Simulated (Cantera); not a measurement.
A closed system holds: 1 mol SiH₂Cl₂, 76 mol N₂.

Equilibrium computed with Cantera from the NASA thermochemical tables; the gas is ideal and each condensed phase is pure. Candidate condensed phases: NH₄Cl, Si, Si₃N₄; 28 gas species. N₂ is the only nitrogen source here; it is nearly inert below about 1500 K, so the nitride shown seldom forms there in practice. The tables' values for SiCl₃ are old estimates. Equilibrium is a limit: real reactors are often held back by kinetics, nucleation or transport.

Stable condensed phases, one row left out:

```
T in °C \ P in Pa
              5     17     59    210    710   2400   8400  29000 100000
   1377       A      B      B      C      C      C      C      C      C
   1327       B      B      C      C      C      C      C      C      C
   1277       B      C      C      C      C      C      C      C      C
   1177       C      C      C      C      C      C      C      C      C
   1127       C      C      C      C      C      C      C      C      C
   1077       C      C      C      C      C      C      C      C      C
   1027       C      C      C      C      C      C      C      C      C
    977       C      C      C      C      C      C      C      C      C
    927       C      C      C      C      C      C      C      C      C
    877       C      C      C      C      C      C      C      C      C
```

A: gas only; B: Si; C: Si₃N₄.

Q: Give the row for 1227 °C.

A: 5: Si₃N₄; 17: Si₃N₄; 59: Si₃N₄; 210: Si₃N₄; 710: Si₃N₄; 2400: Si₃N₄; 8400: Si₃N₄; 29000: Si₃N₄; 100000: Si₃N₄.
